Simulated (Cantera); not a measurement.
**Thermodynamics of silicon epitaxy and polysilicon growth, feed Si3H8 + HCl + H2**

Feed: 1 mol Si3H8, a varied amount of HCl, 14 mol H2, equilibrated at 848.15 K and 2.60 mbar.

Cantera equilibrium calculation (NASA polynomials, part measured and part estimated; ideal gas, pure solids and liquids). Candidate condensed phases: Si; 19 gas species. The feed counts by its element totals alone. The tables' values for SiCl3 are old estimates; treat these amounts as uncertain. The numbers say what is thermodynamically allowed, not how fast it happens.

```csv
n(HCl) (mol),x H2,x SiCl4,x HCl,x SiHCl3,x SiCl3,x SiCl2,n Si(s)
0.12,0.996,0.000601,0.00324,0.000300,1.02e-5,1.25e-5,2.98
0.2,0.994,0.00133,0.00395,0.000542,1.85e-5,1.86e-5,2.97
0.33,0.992,0.00262,0.00468,0.000903,3.08e-5,2.61e-5,2.93
0.54,0.988,0.00483,0.00544,0.00143,4.87e-5,3.54e-5,2.88
0.89,0.983,0.00859,0.00626,0.00219,7.50e-5,4.73e-5,2.80
1.5,0.974,0.0151,0.00718,0.00334,0.000115,6.27e-5,2.64
2.4,0.962,0.0245,0.00805,0.00476,0.000165,7.98e-5,2.41
4,0.944,0.0400,0.00901,0.00680,0.000238,0.000102,2.01
```
x: gas mole fraction; n: condensed amount in mol.

From 0.12 mol HCl to 4 mol HCl the condensed part is Si(s). The main Si-bearing gas is SiCl4 throughout. The share of Si in condensed phases is highest at 0.12 mol HCl (99.4 %) and lowest at 4 mol HCl (66.9 %).
